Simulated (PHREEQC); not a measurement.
2.6 g of hydrous ferric oxide (600 m²/g; 0.2 weak and 0.005 strong sites per Fe, Dzombak-Morel constants, diffuse double layer) in 1 kg of water with 0.1 mol/kgw of an inert sodium salt and 8.2 mmol/kgw CuCl2, at 25 °C; the pH is set by adding NaOH or the inert anion's acid. Oxygen is held at 0.21 atm. No CO2 enters from the air. Precipitation was switched off in this run.

Computed with PHREEQC (ion-association model, wateq4f.dat).

```json
[
 {"pH": "4", "Cu sorbed (%)": "5.1", "surface charge σ (C/m²)": "0.330", "surface potential ψ (mV)": "142"},
 {"pH": "4.5", "Cu sorbed (%)": "…", "surface charge σ (C/m²)": "…", "surface potential ψ (mV)": "138"},
 {"pH": "5", "Cu sorbed (%)": "45.6", "surface charge σ (C/m²)": "0.295", "surface potential ψ (mV)": "138"},
 {"pH": "6", "Cu sorbed (%)": "66.4", "surface charge σ (C/m²)": "0.331", "surface potential ψ (mV)": "…"},
 {"pH": "6.5", "Cu sorbed (%)": "68.0", "surface charge σ (C/m²)": "0.332", "surface potential ψ (mV)": "145"},
 {"pH": "7", "Cu sorbed (%)": "66.6", "surface charge σ (C/m²)": "0.314", "surface potential ψ (mV)": "142"},
 {"pH": "7.5", "Cu sorbed (%)": "…", "surface charge σ (C/m²)": "0.274", "surface potential ψ (mV)": "135"},
 {"pH": "8.5", "Cu sorbed (%)": "50.2", "surface charge σ (C/m²)": "0.145", "surface potential ψ (mV)": "103"},
 {"pH": "9", "Cu sorbed (%)": "…", "surface charge σ (C/m²)": "0.089", "surface potential ψ (mV)": "79"},
 {"pH": "9.5", "Cu sorbed (%)": "40.9", "surface charge σ (C/m²)": "0.050", "surface potential ψ (mV)": "54"},
 {"pH": "10", "Cu sorbed (%)": "38.1", "surface charge σ (C/m²)": "0.022", "surface potential ψ (mV)": "27"},
 {"pH": "11", "Cu sorbed (%)": "33.7", "surface charge σ (C/m²)": "-0.024", "surface potential ψ (mV)": "…"},
 {"pH": "11.5", "Cu sorbed (%)": "30.8", "surface charge σ (C/m²)": "-0.053", "surface potential ψ (mV)": "-56"},
 {"pH": "12", "Cu sorbed (%)": "26.2", "surface charge σ (C/m²)": "-0.100", "surface potential ψ (mV)": "-82"}
]
```

Task: Fill in the missing entries.

Result: 
- 4.5, Cu sorbed (%): 20.8
- 4.5, surface charge σ (C/m²): 0.300
- 6, surface potential ψ (mV): 144
- 7.5, Cu sorbed (%): 62.9
- 9, Cu sorbed (%): 44.8
- 11, surface potential ψ (mV): -29

Along this series the solution becomes supersaturated in solids that the run did not let form, among them Cu(OH)2, Atacamite. Complexes and solids missing from the database can't appear. The database's constant for dissolved Cu(OH)2 is higher than later reviews accept.
